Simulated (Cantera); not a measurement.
Charge: 1 mol Cu, 0.79 mol NH₃, 28 mol H₂, at 23000 Pa.

These are equilibrium values from Cantera (NASA tables, ideal gas, pure condensed phases), not measurements of a reactor. Candidate condensed phases: Cu; 11 gas species. Rates play no part.

Task: Which condensed phases are stable at each of these points (T (°C)): 952, 1027, 1102, 1177, 1252, 1327, 1402?

Result: 
```json
[
 {"T (°C)": "952", "condensed phases": "Cu(s)", "Cu condensed (%)": "100.0"},
 {"T (°C)": "1027", "condensed phases": "Cu(s)", "Cu condensed (%)": "100.0"},
 {"T (°C)": "1102", "condensed phases": "Cu(l)", "Cu condensed (%)": "100.0"},
 {"T (°C)": "1177", "condensed phases": "Cu(l)", "Cu condensed (%)": "100.0"},
 {"T (°C)": "1252", "condensed phases": "Cu(l)", "Cu condensed (%)": "99.8"},
 {"T (°C)": "1327", "condensed phases": "Cu(l)", "Cu condensed (%)": "99.5"},
 {"T (°C)": "1402", "condensed phases": "Cu(l)", "Cu condensed (%)": "98.5"}
]
```

From 952 °C to 1027 °C the condensed part is Cu(s). From 1102 °C to 1402 °C the condensed part is Cu(l).
